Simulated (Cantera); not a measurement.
## Hydrogen reduction and annealing atmospheres: V2O5 + H2

Input: 1 mol V2O5, a varied amount of H2, equilibrated at 1698.15 K and 1 atm.

Cantera equilibrium calculation (NASA polynomials, part measured and part estimated; ideal gas, pure solids and liquids). Candidate condensed phases: H2O, V, VO, V2O3, V2O4, V2O5; 12 gas species. Mutual solubility and eutectic melting of coexisting phases are not modelled. VO: taken at fixed stoichiometry. Condensed phases not in the tables: the oxides between V2O3 and V2O5 other than VO2. Rates play no part.

```tsv
n(H2) (mol)	x H2	x H2O	x H	x OH	x VO2	x VO	n VO(s)	n V2O3(s)
240	0.990	0.00956	0.000143	7.10e-8	5.17e-8	7.38e-9	0.588	0.706
520	0.994	0.00577	0.000143	4.28e-8	3.11e-8	7.38e-9	2.00	0
790	0.996	0.00380	0.000144	2.81e-8	2.04e-8	7.38e-9	2.00	0
1100	0.997	0.00273	0.000144	2.02e-8	1.47e-8	7.38e-9	2.00	0
1300	0.998	0.00231	0.000144	1.71e-8	1.24e-8	7.38e-9	2.00	0
1600	0.998	0.00187	0.000144	1.39e-8	1.01e-8	7.38e-9	2.00	0
1900	0.998	0.00158	0.000144	1.17e-8	8.47e-9	7.38e-9	2.00	0
2100	0.998	0.00143	0.000144	1.06e-8	7.67e-9	7.38e-9	2.00	0
2400	0.999	0.00125	0.000144	9.25e-9	6.71e-9	7.38e-9	2.00	0
2700	0.999	0.00111	0.000144	8.22e-9	5.96e-9	7.38e-9	2.00	0
3000	0.999	0.001000	0.000144	7.40e-9	5.36e-9	7.38e-9	2.00	0
```
x: gas mole fraction; n: condensed amount in mol.

At 240 mol H2 the condensed part is VO(s) + V2O3(s). From 520 mol H2 to 3000 mol H2 the condensed part is VO(s).
